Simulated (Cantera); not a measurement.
What does this Cantera script print?

```python
import numpy as np
import cantera as ct

gas_names = [...]  # 109 gases of nasa_gas.yaml made of C, Cl, H, Si
cond_names = """
    C(gr) C6H6(L) C7H8(L) C8H18(L),n-octa Si(cr) Si(L) SiC(b)
""".split()


# ... load() reads the species with a 1 bar reference pressure and builds the phases ...
atoms = {
    'CH3SiCl3': {'C': 1, 'H': 3, 'Si': 1, 'CL': 3},
    'H2': {'H': 2},
}
top_T = {'C(gr)': 4500, 'SiC(b)': 3050}  # K; cautious upper limits of use, not melting points


# ... equilibrate(T, P, feed) seeds the gas with the atoms and calls Mixture.equilibrate('TP', solver="vcs", rtol=1e-11, max_steps=5000) ...
results = []
feed = {'CH3SiCl3': 1, 'H2': 1900}  # mol
T = 1823  # K
P = 13332.2  # Pa
mix = equilibrate(T, P, feed)
results.append((T, P, feed, dict(zip(mix.species_names, mix.species_moles))))
x = sorted(zip(gas.X, gas.species_names), reverse=True)
print(f"T = {T:g} K  P = {P:g} Pa  gas = {mix.phase_moles(0):.4g} mol")
print("   x: " + "  ".join(f"{s} {v:.3e}" for v, s in x if v > 0.001))
print("   condensed (mol): " + ("  ".join(f"{mix.phase(i).name} {mix.phase_moles(i):.4g}"
      for i in range(1, mix.n_phases) if mix.phase_moles(i) > 1e-12) or "none"))
```

It prints:

```
T = 1823 K  P = 13332.2 Pa  gas = 1904 mol
   x: H2 9.972e-01  HCL 1.571e-03  H 1.185e-03
   condensed (mol): SiC(b) 0.9635
```

These are equilibrium values from Cantera (NASA tables, ideal gas, pure condensed phases), not measurements of a reactor. The feed counts by its element totals alone.
